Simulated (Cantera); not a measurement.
A closed system holds: 1 mol Ta2O5, 0.4 mol CH4, 11 mol H2, held at 0.133 bar.

Cantera equilibrium calculation (NASA polynomials, part measured and part estimated; ideal gas, pure solids and liquids). Candidate condensed phases: C, C6H6, C7H8, C8H18, H2O, Ta, TaC, Ta2O5; 113 gas species. Mutual solubility and eutectic melting of coexisting phases are not modelled. TaC: taken at fixed stoichiometry. Condensed phases not in the tables: Ta2C. The numbers say what is thermodynamically allowed, not how fast it happens.

Problem. At 1375 K, list the 4 most abundant gas species with their mole fractions, and the condensed phases.

Solution. H2 0.976, CO 0.0234, H2O 0.000816, CH4 1.08e-5. Condensed: TaC(s) + Ta2O5(s).
